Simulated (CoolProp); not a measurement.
m-xylene along the isotherm 346.85 °C: density (kg/m³) from the reference equation and from simpler models built on Tc = 343.7 °C, pc = 3535 kPa, ω = 0.326; each cubic takes its own stable root.

Model: reference Helmholtz-energy equation of state, Zhou 2012, in CoolProp.

```
p (kPa)  phase  reference
-------  -----  ---------
177        gas      3.713
353        gas      7.546
530        gas      11.56
707        gas      15.74
884        gas      20.12
1060       gas      24.68
1240       gas      29.60
1410       gas      34.50
1590       gas      40.00
1770       gas      45.87
```

**Question.** How far does each simpler model (Redlich-Kwong, Peng-Robinson) lie from the reference over these 10 states: mean and median of the absolute difference, and the worst?

**Answer.** 
- Redlich-Kwong: mean 0.8 %, median 0.8 %, worst -1.7 % at 346.85 °C and 1770 kPa
- Peng-Robinson: mean 0.3 %, median 0.3 %, worst +0.5 % at 346.85 °C and 1770 kPa
